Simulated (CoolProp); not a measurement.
Saturated liquid density (kg/m³) of o-xylene: the reference equation beside estimates from Tc = 630.3 K, pc = 37.37 bar, ω = 0.312.

The numbers come from the reference Helmholtz-energy equation of state, Zhou 2012 in CoolProp.

```csv
T (K),reference,van der Waals,Soave-Redlich-Kwong,Peng-Robinson
404.9,781.6,452.8,692.0,781.9
420.7,766.4,444.1,678.0,766.7
436.4,750.8,435.0,663.1,750.4
452.2,734.5,425.5,647.1,732.9
467.9,717.6,415.5,629.9,714.0
483.7,699.7,405.0,611.4,693.4
499.4,681.0,393.8,591.4,671.1
515.2,660.9,381.8,569.6,646.6
```

Absolute difference from the reference over all 8 rows, mean and median: van der Waals 42.1 and 42.1 %, Soave-Redlich-Kwong 12.3 and 12.1 %, Peng-Robinson 0.7 and 0.4 %.
